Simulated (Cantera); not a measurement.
**Thermodynamics of roasting and sulfation, feed FeS2 + SO3 + CO2**

Feed: 1 mol FeS2, 0.63 mol SO3, 1.7 mol CO2, at 1073 K.

Method: chemical equilibrium by Gibbs-energy minimisation in Cantera with the NASA 1993 tables (ideal gas, pure condensed phases). Candidate condensed phases: C, Fe, Fe(CO)5, FeO, FeS, FeSO4, FeS2, Fe2O3, Fe2(SO4)3, Fe3O4, S; 25 gas species. FeS: taken at fixed stoichiometry. Gases not in the tables: S3 to S7. Rates play no part.

```tsv
P (Pa)	log p CO2	log p SO2	log p S2	log p S2O	log p CO	n FeS(s)
1000	-2.25	-2.50	-2.96	-4.71	-4.06	1.00
3000	-1.77	-2.02	-2.48	-4.12	-3.70	1.00
8800	-1.31	-1.55	-2.01	-3.54	-3.35	1.00
26000	-0.83	-1.08	-1.55	-2.95	-3.00	1.00
77000	-0.36	-0.61	-1.08	-2.36	-2.64	1.00
230000	0.11	-0.14	-0.61	-1.77	-2.29	1.00
680000	0.59	0.33	-0.15	-1.19	-1.93	1.00
2000000	1.05	0.80	0.31	-0.62	-1.59	1.00
```
log p: log10 of the partial pressure in bar; n: condensed amount in mol.

From 7.50 Torr to 15000 Torr the condensed part is FeS(s).
